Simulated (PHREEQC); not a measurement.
## Geothermal or formation water: speciation

Synthetic water in mg/kgw, 55 °C, pH 6.61: Na 7360; K 264; Ca 1530; Mg 726; Cl 15900; S(6) as SO4 976; Alkalinity as HCO3 5.29; Br 231.

Cl is adjusted to close the charge balance.
Valence states are taken as typed.

Computed with PHREEQC (Pitzer model, pitzer.dat).

No solid was allowed to form.

Q: What activity of water, specific conductance does the model give?

A: activity of water 0.986; specific conductance 69100 µS/cm.

Q: In which forms is C present?

A: HCO3- 78 %, CO2 22 % of the C.

At this temperature some constants are extrapolated from 25 °C, and those without enthalpy data are left unchanged.
